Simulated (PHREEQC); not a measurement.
**Acid mine or pickling water: speciation**

Model water analysis in mg/L, 25 °C, pH 3.36, pe 9.2: Na 858; K 57.3; Ca 496; Mg 161; Cl 899; S(6) as SO4 2510; Cu(2) 1.17; Fe(3) 0.606; Ni 112.

Valence states are taken as typed.

The numbers come from PHREEQC with the ion-association model, wateq4f.dat.

Each row changes one thing in this solution. Precipitation was switched off in this run.

| case | ionic strength (mol/kgw) | SO4-2 (mol/kgw) | Ca+2 (mol/kgw) | CaSO4 (mol/kgw) | Mg+2 (mol/kgw) | MgSO4 (mol/kgw) | SI of Gypsum (CaSO4:2H2O) | SI of Jarosite-K (KFe3(SO4)2(OH)6) |
|---|---|---|---|---|---|---|---|---|
| as made | 0.0945 | 0.0173 | 0.00824 | 0.00419 | 0.00411 | 0.00255 | -0.09 | +0.50 |
| Cl from 899 to 1800 mg/L | 0.109 | 0.0177 | 0.00843 | 0.00401 | [?] | 0.00245 | -0.11 | [?] |
| temperature from 25 to 65 °C at the same typed pH | 0.0877 | [?] | 0.00791 | 0.00450 | [?] | 0.00368 | -0.11 | +0.75 |

Problem. Some entries are withheld; supply them.

Solution. 
- Cl from 899 to 1800 mg/L, Mg+2 (mol/kgw): 0.00421
- Cl from 899 to 1800 mg/L, SI of Jarosite-K (KFe3(SO4)2(OH)6): +0.45
- temperature from 25 to 65 °C at the same typed pH, SO4-2 (mol/kgw): 0.0152
- temperature from 25 to 65 °C at the same typed pH, Mg+2 (mol/kgw): 0.00297

Species that the database lacks are ignored. Some of these states are supersaturated (in Jarosite-K, Hematite (slow to form), for instance). Constants without temperature data keep their 25 °C values here.
